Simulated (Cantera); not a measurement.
Input: 1 mol B2H6, 5.2 mol NH3, 0.11 mol H2, equilibrated at 2050 K and 7.30 mbar.

Cantera equilibrium calculation (NASA polynomials, part measured and part estimated; ideal gas, pure solids and liquids). Candidate condensed phases: B, BN; 15 gas species. The feed counts by its element totals alone. The tables' values for BH2 are old estimates; treat these amounts as uncertain. Kinetics and transport are ignored.

Base state: H2 0.849, N2 0.126, H 0.0245, BH2 0.000270, B 2.11e-5 (mole fractions); condensed: BN(s).

Problem. What changes in the equilibrium state with this change: pressure from 7.30 mbar to 14.0 Pa?

Solution. 
```json
[
 {"species": "H2", "before": "0.849", "after": "0.664"},
 {"species": "N2", "before": "0.126", "after": "0.177"},
 {"species": "H", "before": "0.0245", "after": "0.156"},
 {"species": "B", "before": "2.11e-5", "after": "0.00214"},
 {"species": "BN", "before": "6.19e-7", "after": "1.03e-5"},
 {"species": "BH", "before": "3.18e-6", "after": "3.96e-5"},
 {"species": "BH2", "before": "0.000270", "after": "0.000411"},
 {"species": "BN(s), mol", "before": "2.00", "after": "0"},
 {"species": "B(s), mol", "before": "0", "after": "1.96"}
]
```
